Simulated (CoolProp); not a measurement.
Vapour-liquid equilibrium of n-hexane (1) + hexamethyldisiloxane (MM) (2) at 0.21 kPa; x and y are mole fractions of (1).

Computed with CoolProp (multi-fluid Helmholtz-energy mixture model, Thol 2019 and Thol 2016; pair parameters Bell 2016).

```json
[
 {"x": "0.05", "bubble temperature, mixture model (K)": "244.5", "bubble temperature, Raoult's law (K)": "244.2", "y, mixture model": "0.224", "y, Raoult's law": "0.245"},
 {"x": "0.2", "bubble temperature, mixture model (K)": "239.2", "bubble temperature, Raoult's law (K)": "238.0", "y, mixture model": "0.584", "y, Raoult's law": "0.626"},
 {"x": "0.35", "bubble temperature, mixture model (K)": "235.2", "bubble temperature, Raoult's law (K)": "233.8", "y, mixture model": "0.763", "y, Raoult's law": "0.793"},
 {"x": "0.5", "bubble temperature, mixture model (K)": "231.9", "bubble temperature, Raoult's law (K)": "230.6", "y, mixture model": "0.870", "y, Raoult's law": "0.882"},
 {"x": "0.65", "bubble temperature, mixture model (K)": "228.9", "bubble temperature, Raoult's law (K)": "228.1", "y, mixture model": "0.936", "y, Raoult's law": "0.935"},
 {"x": "0.8", "bubble temperature, mixture model (K)": "226.4", "bubble temperature, Raoult's law (K)": "226.0", "y, mixture model": "0.974", "y, Raoult's law": "0.970"},
 {"x": "0.95", "bubble temperature, mixture model (K)": "224.3", "bubble temperature, Raoult's law (K)": "224.3", "y, mixture model": "0.996", "y, Raoult's law": "0.994"}
]
```

The largest gap from Raoult's law is +1.4 K in bubble temperature, at x = 0.35. No azeotrope shows between x = 0.05 and 0.95.

The pair parameters rest on a limited set of measurements; away from them the model extrapolates.
